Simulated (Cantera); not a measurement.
Feed: 1 mol Al, 0.52 mol HCl, 200 mol N2, at 43.0 mbar.

Method: chemical equilibrium by Gibbs-energy minimisation in Cantera with the NASA 1993 tables (ideal gas, pure condensed phases). Candidate condensed phases: Al, AlCl3, AlN, NH4Cl; 20 gas species. Rates play no part.

Which condensed phases are stable at each of these points (T (°C)): 500, 650, 800, 950, 1100, 1250, 1400, 1550, 1700, 1850, 2000?


| T (°C) | condensed phases | Al condensed (%) |
|---|---|---|
| 500 | AlN(s) | 90.3 |
| 650 | AlN(s) | 89.7 |
| 800 | AlN(s) | 89.4 |
| 950 | AlN(s) | 89.0 |
| 1100 | AlN(s) | 88.0 |
| 1250 | AlN(s) | 78.7 |
| 1400 | AlN(s) | 55.1 |
| 1550 | AlN(s) | 47.8 |
| 1700 | AlN(s) | 20.5 |
| 1850 | gas only | 0.0 |
| 2000 | gas only | 0.0 |

From 500 °C to 1700 °C the condensed part is AlN(s). From 1850 °C to 2000 °C nothing is condensed.
